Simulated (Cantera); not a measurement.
Mixture: CH4 : O2 : N2 = 1 : 1.43 : 5.37 (molar parts), at 1.00 bar, adiabatic and at constant pressure. Ignition delay is the time to a rise of 400 K.

Detailed kinetics in Cantera: GRI-Mech 3.0 (53 species, 325 reactions).

Task: What does this change do: CH4 1 to 0.64 parts?

Result: 
```csv
quantity,before,after
delay at 1200 K,55.1 ms,43.3 ms
delay at 1350 K,7.47 ms,5.92 ms
delay at 1500 K,1.35 ms,1.12 ms
delay at 1650 K,0.337 ms,0.304 ms
delay at 1800 K,0.115 ms,0.110 ms
apparent activation energy between 1725 and 1875 K,170 kJ/mol,160 kJ/mol
```

Task: What does this change do: pressure from 1.00 bar to 5.00 bar?

Result: 
```json
[
 {"quantity": "delay at 1200 K", "before": "55.1 ms", "after": "11.9 ms"},
 {"quantity": "delay at 1350 K", "before": "7.47 ms", "after": "1.94 ms"},
 {"quantity": "delay at 1500 K", "before": "1.35 ms", "after": "0.390 ms"},
 {"quantity": "delay at 1650 K", "before": "0.337 ms", "after": "95.6 µs"},
 {"quantity": "delay at 1800 K", "before": "0.115 ms", "after": "29.7 µs"},
 {"quantity": "apparent activation energy between 1725 and 1875 K", "before": "170 kJ/mol", "after": "190 kJ/mol"}
]
```
